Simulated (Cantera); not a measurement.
Source: NASA polynomial tables (part measured, part estimated), evaluated in Cantera. Values are per mole of reaction as written; species without (g) are pure solids or liquids, kept so even where they would boil at 1 bar.

4 Cr + N2(g) = 2 Cr2N, with ΔH° = -251.0 kJ and ΔS° = -156.2 J/K at 300 K.

How far is the shortcut ΔG° ≈ ΔH°(300 K) − T·ΔS°(300 K) from the full temperature-dependent value at 525, 675, 825, 975, 1125, 1275, 1425, 1575, 1725, 1875 K?


```tsv
T (K)	shortcut (kJ)	full (kJ)	difference (kJ)	difference in log10 K
525	-169.1	-170.0	0.9	-0.09
675	-145.6	-148.2	2.5	-0.20
825	-122.2	-127.0	4.8	-0.30
975	-98.8	-106.4	7.6	-0.41
1125	-75.3	-86.3	10.9	-0.51
1275	-51.9	-66.5	14.6	-0.60
1425	-28.5	-47.0	18.5	-0.68
1575	-5.1	-27.8	22.7	-0.75
1725	18.4	-8.6	26.9	-0.82
1875	41.8	10.6	31.2	-0.87
```
The shortcut ignores the heat-capacity change of the reaction.
